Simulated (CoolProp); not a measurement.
Saturated liquid density (kg/m³) of CF4 (R14): the reference equation beside estimates from Tc = 227.4 K, pc = 3.762 MPa, ω = 0.178.

The numbers come from the reference Helmholtz-energy equation of state, Platzer 1990 in CoolProp. This equation is an older, rougher fit; its heat capacities, sound speeds and derivatives of the liquid may be far off and weren't checked against measurements.

```csv
T (K),reference,van der Waals,Soave-Redlich-Kwong
169.3,1466,959.1,?
175.2,1428,933.6,1373
181,1390,907.0,1325
186.9,1348,878.0,1273
192.7,1304,847.2,?
198.5,1256,813.6,1155
204.4,1202,775.7,1085
210.2,1140,?,1006
216.1,1063,?,910.3
```

What belongs in the gaps?


- 169.3, Soave-Redlich-Kwong: 1417
- 192.7, Soave-Redlich-Kwong: 1217
- 210.2, van der Waals: 733.3
- 216.1, van der Waals: 681.9

Absolute difference from the reference over all 9 rows, mean and median: van der Waals 35.1 and 35.0 %, Soave-Redlich-Kwong 7.6 and 6.7 %.
